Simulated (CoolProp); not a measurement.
The fluoroketone C6F12O (FK-5-1-12) along the isotherm 226.85 °C: fugacity coefficient from the reference equation and from simpler models built on Tc = 168.7 °C, pc = 18.69 bar, ω = 0.471; each cubic takes its own stable root.

Values from CoolProp's reference Helmholtz-energy equation of state, McLinden 2015.

```csv
p (bar),phase,reference
7.19,gas,0.9180
14.4,gas,0.8404
21.6,supercritical,0.7666
28.8,supercritical,0.6968
35.9,supercritical,0.6338
43.1,supercritical,0.5793
50.3,supercritical,0.5359
57.5,supercritical,0.5021
64.7,supercritical,0.4756
71.9,supercritical,0.4547
79.1,supercritical,0.4380
86.3,supercritical,0.4247
93.5,supercritical,0.4141
```

**Question.** How far does each simpler model (Redlich-Kwong, Soave-Redlich-Kwong, Peng-Robinson) lie from the reference over these 13 states: mean and median of the absolute difference, and the worst?

**Answer.** 
- Redlich-Kwong: mean 5.0 %, median 5.8 %, worst -6.4 % at 226.85 °C and 50.3 bar
- Soave-Redlich-Kwong: mean 5.3 %, median 5.6 %, worst +10.1 % at 226.85 °C and 93.5 bar
- Peng-Robinson: mean 1.0 %, median 0.8 %, worst -2.3 % at 226.85 °C and 28.8 bar
